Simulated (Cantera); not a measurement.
A closed system holds: 1 mol SiC, 0.014 mol N2O, 3.1 mol H2, equilibrated at 1523.15 K and 0.000150 bar.

These are equilibrium values from Cantera (NASA tables, ideal gas, pure condensed phases), not measurements of a reactor. Candidate condensed phases: C, C6H6, C7H8, C8H18, H2O, Si, SiC, SiO2, Si2N2O, Si3N4; 151 gas species. Equilibrium is a limit: real reactors are often held back by kinetics, nucleation or transport.

Base state: H2 0.989, N2 0.00447, CO 0.00224, SiO 0.00223, H 0.00188, Si 2.06e-5 (mole fractions); condensed: SiC(s).

What changes in the equilibrium state with this change: pressure from 0.000150 bar to 0.500 bar?


| species | before | after |
|---|---|---|
| H2 | 0.989 | 0.994 |
| CO | 0.00224 | 0.00272 |
| N2 | 0.00447 | 0.00272 |
| SiO | 0.00223 | 1.36e-5 |
| H | 0.00188 | 3.26e-5 |
| CH4 | 1.57e-8 | 0.000747 |
| Si | 2.06e-5 | <1e-9 |
| HCN | 3.85e-6 | 4.24e-5 |
| SiC(s), mol | 0.993 | 0.989 |
| Si2N2O(s), mol | 0 | 0.00547 |
Mutual solubility and eutectic melting of coexisting phases are not modelled.
